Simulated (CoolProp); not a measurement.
The numbers come from the reference Helmholtz-energy equation of state, Lemmon 2006 in CoolProp. It is a short technical equation, of lower accuracy than the large ones.

Task: For nitrous oxide, give the phase and the cp (kJ/(kg K)), cv (kJ/(kg K)) at 226.85 °C and 0.593 MPa.

Result: 
- 226.85 °C and 0.593 MPa: gas; cp 1.05, cv 0.855
